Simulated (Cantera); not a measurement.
Feed: 1 mol Mg(OH)₂, 0.053 mol C, 2.1 mol CO₂, at 1323.15 K and 750 Torr.

Equilibrium computed with Cantera from the NASA thermochemical tables; the gas is ideal and each condensed phase is pure. Candidate condensed phases: C, C₆H₆, C₇H₈, C₈H₁₈, H₂O, Mg, MgCO₃, MgO, Mg(OH)₂; 116 gas species. Rates play no part.

Base state: CO₂ 0.656, H₂O 0.310, CO 0.0268, H₂ 0.00683 (mole fractions); condensed: MgO(s).

Problem. What changes in the equilibrium state with this change: C from 0.053 to 0.26 mol?

Solution. 
```tsv
species	before	after
CO₂	0.656	0.578
H₂O	0.310	0.267
CO	0.0268	0.124
H₂	0.00683	0.0308
MgO(s), mol	1.00	1.00
```

Problem. What changes in the equilibrium state with this change: CO₂ from 2.1 to 0.037 mol?

Solution. 
| species | before | after |
|---|---|---|
| H₂O | 0.310 | 0.833 |
| H₂ | 0.00683 | 0.0842 |
| CO₂ | 0.656 | 0.0695 |
| CO | 0.0268 | 0.0130 |
| MgO(s), mol | 1.00 | 1.00 |

Problem. What changes in the equilibrium state with this change: 0.55 mol H₂S added?

Solution. 
| species | before | after |
|---|---|---|
| CO₂ | 0.656 | 0.461 |
| H₂O | 0.310 | 0.309 |
| CO | 0.0268 | 0.0901 |
| H₂S | 0 | 0.0582 |
| S₂ | 0 | 0.0347 |
| H₂ | 0.00683 | 0.0326 |
| SO₂ | 0 | 0.00816 |
| COS | 0 | 0.00520 |
| S₂O | 0 | 0.000378 |
| SH | 0 | 0.000246 |
| SO | 0 | 9.13e-5 |
| MgO(s), mol | 1.00 | 1.00 |
Further candidate phases: H₂SO₄, MgS, MgSO₄, S.
